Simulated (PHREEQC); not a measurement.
Model water analysis in mmol/kgw, 25 °C, pH 6.89, pe 8.3:

```
constituent           mmol/kgw
--------------------  --------
Na                         445
K                           91
Ca                        4.54
Mg                        7.75
Cl                         446
S(6)                      57.1
Alkalinity (meq/kgw)      1.52
Cd                       0.359
Ni                        2.01
```

Cl is adjusted to close the charge balance.
Valence states are taken as typed.

The numbers come from PHREEQC with the ion-association model, wateq4f.dat.

Each row changes one thing in this solution. This is a speciation only: nothing precipitates in the calculation.

```tsv
case	ionic strength (mol/kgw)	SO4-2 (mol/kgw)	NaSO4- (mol/kgw)	Mg+2 (mol/kgw)	KSO4- (mol/kgw)	Ca+2 (mol/kgw)	SI of Otavite (CdCO3)	SI of Ni(OH)2 (Ni(OH)2)
as made	0.582	0.0348	0.0150	0.00553	0.00381	0.00349	+0.03	-0.60
pH from 6.89 to 7.39 at the same alkalinity	0.582	0.0348	0.0150	0.00553	0.00381	0.00349	+0.27	+0.35
S(6) from 57.1 to 114 mmol/kgw	0.595	0.0713	0.0295	0.00428	0.00743	0.00283	+0.20	-0.64
pH from 6.89 to 7.89 at the same alkalinity	0.582	0.0348	0.0150	0.00553	0.00381	0.00349	+0.41	+1.31
```

Some of these states are supersaturated (in Ni(OH)2, Otavite, for instance). The database's nickel carbonate constants are estimates that later reviews lower a good deal.
